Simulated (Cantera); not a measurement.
**Thermodynamics of boron, boron nitride and boron oxide, feed B + H2O + N2**

A closed system holds: 1 mol B, 18 mol H2O, 7.3 mol N2.

Cantera equilibrium calculation (NASA polynomials, part measured and part estimated; ideal gas, pure solids and liquids). Candidate condensed phases: B, BN, B2O3, B3O3H3, H2O; 39 gas species. Gases not in the tables: H3BO3. The numbers say what is thermodynamically allowed, not how fast it happens.

Problem. Map the stable condensed phases over T = 852, 952, 1052, 1152, 1252, 1352, 1452, 1552, 1652, 1752, 1852, 1952 °C and P in Pa = 10, 46, 220, 1000, 4600, 22000, 100000.

Solution. 
```
T in °C \ P in Pa
             10     46    220   1000   4600  22000 100000
   1952       A      A      A      A      A      A      A
   1852       A      A      A      A      A      A      A
   1752       A      A      A      A      A      A      A
   1652       A      A      A      A      A      A      A
   1552       A      A      A      A      A      A      A
   1452       A      A      A      A      A      A      A
   1352       A      A      A      A      A      A      A
   1252       A      A      A      A      A      A      B
   1152       A      A      A      A      A      B      B
   1052       A      A      A      B      B      B      B
    952       A      A      B      B      B      B      B
    852       B      B      B      B      B      B      B
```
A: gas only; B: B2O3.
